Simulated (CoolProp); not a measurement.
n-dodecane along the isobar 2.27 MPa: density (kg/m³) from the reference equation and from simpler models built on Tc = 658.1 K, pc = 1.818 MPa, ω = 0.574; each cubic takes its own stable root.

The numbers come from the reference Helmholtz-energy equation of state, Lemmon 2004 in CoolProp. It is a short technical equation, of lower accuracy than the large ones.

```csv
T (K),phase,reference
347,liquid,711.7
363.4,liquid,699.7
379.7,liquid,687.6
396.1,liquid,675.3
412.5,liquid,662.9
428.8,liquid,650.2
445.2,liquid,637.2
461.6,liquid,623.8
477.9,liquid,610.0
494.3,liquid,595.6
510.7,liquid,580.7
527,liquid,565.0
```

Question: How far does each simpler model (van der Waals, Peng-Robinson) lie from the reference over these 12 states: mean and median of the absolute difference, and the worst?

Answer: 
- van der Waals: mean 46.5 %, median 46.5 %, worst -47.7 % at 347 K and 2.27 MPa
- Peng-Robinson: mean 7.3 %, median 7.0 %, worst -9.3 % at 347 K and 2.27 MPa
